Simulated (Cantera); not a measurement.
**Stirred combustor or abatement burner**

A perfectly stirred reactor is fed with CH4 : O2 : N2 = 1 : 1.33 : 5.01 (molar parts), at 100000 Pa; it is adiabatic with a 725 K inlet, and is followed from long to short residence time, starting on the burning branch (τ in s: 0.03, 0.014, 0.0065, 0.003, 0.0014, 0.00064, 0.0003, 0.00014, 6.4e-05).

Computed with Cantera and GRI-Mech 3.0 (53 species, 325 reactions).

```csv
τ (s),T (K),x CH4,x O2,x CH2,x CH2O,x C2H,x HCO
0.030,2191,9.36e-5,0.000132,2.07e-6,2.61e-6,6.81e-9,2.12e-7
0.014,2186,0.000144,0.000233,3.87e-6,4.68e-6,1.87e-8,3.84e-7
0.0065,2180,0.000229,0.000421,7.17e-6,8.48e-6,5.19e-8,7.28e-7
0.0030,2173,0.000384,0.000789,1.33e-5,1.57e-5,1.45e-7,1.42e-6
0.0014,2162,0.000669,0.00151,2.39e-5,2.91e-5,3.82e-7,2.76e-6
0.00064,2144,0.00122,0.00303,4.18e-5,5.52e-5,9.03e-7,5.46e-6
0.00030,2109,0.00233,0.00630,6.65e-5,0.000105,1.69e-6,1.05e-5
0.00014,1989,0.00705,0.0188,8.21e-5,0.000269,1.98e-6,1.99e-5
6.4e-5,725,0.136,0.181,<1e-12,<1e-12,<1e-12,<1e-12
```
x: mole fraction; the columns are a selection and need not sum to one.
